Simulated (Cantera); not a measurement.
Input (Python, Cantera):

```python
import numpy as np
import cantera as ct

gas = ct.Solution("h2o2.yaml")


def delay(T, t_max=10):
    gas.TPX = T, 130000, {'H2': 1, 'O2': 0.893, 'N2': 3.12}
    reactor = ct.IdealGasReactor(gas, clone=False)
    net = ct.ReactorNet([reactor])
    net.rtol, net.atol = 1e-8, 1e-16
    while net.time < t_max:
        t_old, T_old = net.time, reactor.T
        net.step()
        if reactor.T > T + 400:  # ignition: a rise of 400 K
            return t_old + (T + 400 - T_old) / (reactor.T - T_old) * (net.time - t_old)
    return np.nan


taus = []
for T in [1300, 1375, 1450, 1525, 1600, 1675, 1750, 1825]:
    taus.append(delay(T))
    print(f"T0 = {T:6g} K   tau = {taus[-1]:.4e} s")
```

Output:

```
T0 =   1300 K   tau = 2.1805e-05 s
T0 =   1375 K   tau = 1.6773e-05 s
T0 =   1450 K   tau = 1.3717e-05 s
T0 =   1525 K   tau = 1.1856e-05 s
T0 =   1600 K   tau = 1.0777e-05 s
T0 =   1675 K   tau = 1.0248e-05 s
T0 =   1750 K   tau = 1.0133e-05 s
T0 =   1825 K   tau = 1.0345e-05 s
```

Model: the H2/O2 subset of GRI-Mech 3.0, which has no nitrogen chemistry, integrated in Cantera. Where the delays flatten at high temperature, the 400 K rule measures the pace of heat release, not the induction time.
